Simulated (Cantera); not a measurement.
## Gas-phase reforming

An isothermal, constant-pressure homogeneous reactor starts with CH₄ : H₂O = 1 : 1.1 (molar parts), at 1625 K and 2700000 Pa.

Cantera simulation using GRI-Mech 3.0 (53 species, 325 reactions); the numbers are that mechanism's predictions, not measurements. The pressure lies above the range GRI-Mech 3.0 was tuned for (to about 10 atm).

| t (s) | x CH₄ | x H₂O | x H₂ | x H | x C₂H₄ | x OH |
|---|---|---|---|---|---|---|
| 0.000100 | 0.469 | 0.523 | 0.00430 | 2.44e-7 | 0.000982 | 5.24e-7 |
| 0.000255 | 0.457 | 0.521 | 0.0143 | 5.72e-7 | 0.00447 | 5.95e-7 |
| 0.000652 | 0.425 | 0.511 | 0.0433 | 1.32e-6 | 0.0115 | 5.69e-7 |
| 0.00166 | 0.365 | 0.490 | 0.104 | 2.67e-6 | 0.0158 | 5.05e-7 |
| 0.00425 | 0.283 | 0.460 | 0.187 | 4.57e-6 | 0.0231 | 4.67e-7 |
| 0.0108 | 0.219 | 0.432 | 0.253 | 6.62e-6 | 0.0329 | 4.74e-7 |
| 0.0277 | 0.212 | 0.406 | 0.279 | 7.26e-6 | 0.0319 | 4.43e-7 |
| 0.0706 | 0.214 | 0.363 | 0.313 | 7.65e-6 | 0.0259 | 3.73e-7 |
| 0.180 | 0.207 | 0.303 | 0.367 | 8.27e-6 | 0.0175 | 2.86e-7 |
| 0.460 | 0.182 | 0.236 | 0.439 | 9.04e-6 | 0.00940 | 2.04e-7 |
| 1.18 | 0.141 | 0.172 | 0.518 | 9.82e-6 | 0.00408 | 1.38e-7 |
| 3.00 | 0.0960 | 0.119 | 0.591 | 1.05e-5 | 0.00145 | 8.87e-8 |
x: mole fraction; the columns are a selection and need not sum to one.

Equilibrium at this temperature and pressure: CH₄ 0.00294, H₂O 0.0249, H₂ 0.730, H 1.17e-5, C₂H₄ 8.97e-7, OH 1.67e-8 (gas phase only).
